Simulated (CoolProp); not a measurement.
Vapour-liquid equilibrium of carbon dioxide (1) + R143a (2) at 0.651 MPa; x and y are mole fractions of (1).

Computed with CoolProp (multi-fluid Helmholtz-energy mixture model, Span 1996 and Lemmon and Jacobsen 2000; pair parameters Bell 2016).

```json
[
 {"x": "0.05", "bubble temperature (K)": "269.5", "y at the bubble point": "0.173", "dew temperature at overall composition x (K)": "[?]", "liquid density (mol/L)": "12.62"},
 {"x": "0.2", "bubble temperature (K)": "254.4", "y at the bubble point": "0.565", "dew temperature at overall composition x (K)": "[?]", "liquid density (mol/L)": "14.22"},
 {"x": "0.35", "bubble temperature (K)": "242.8", "y at the bubble point": "0.768", "dew temperature at overall composition x (K)": "263.4", "liquid density (mol/L)": "15.90"},
 {"x": "0.5", "bubble temperature (K)": "[?]", "y at the bubble point": "0.866", "dew temperature at overall composition x (K)": "257.3", "liquid density (mol/L)": "17.70"},
 {"x": "0.65", "bubble temperature (K)": "229.9", "y at the bubble point": "0.920", "dew temperature at overall composition x (K)": "250.0", "liquid density (mol/L)": "19.72"},
 {"x": "0.8", "bubble temperature (K)": "226.2", "y at the bubble point": "0.956", "dew temperature at overall composition x (K)": "[?]", "liquid density (mol/L)": "[?]"},
 {"x": "0.95", "bubble temperature (K)": "223.0", "y at the bubble point": "0.988", "dew temperature at overall composition x (K)": "226.7", "liquid density (mol/L)": "25.14"}
]
```

**Question.** Some entries are withheld; supply them.

**Answer.** 
- 0.05, dew temperature at overall composition x (K): 273.3
- 0.2, dew temperature at overall composition x (K): 268.6
- 0.5, bubble temperature (K): 235.0
- 0.8, dew temperature at overall composition x (K): 240.5
- 0.8, liquid density (mol/L): 22.13

No azeotrope shows between x = 0.05 and 0.95.

The pair parameters rest on a limited set of measurements; away from them the model extrapolates. The gap from Raoult's law changes sign with composition, which may be real or a fault of the pair parameters; it wasn't checked against measurements.
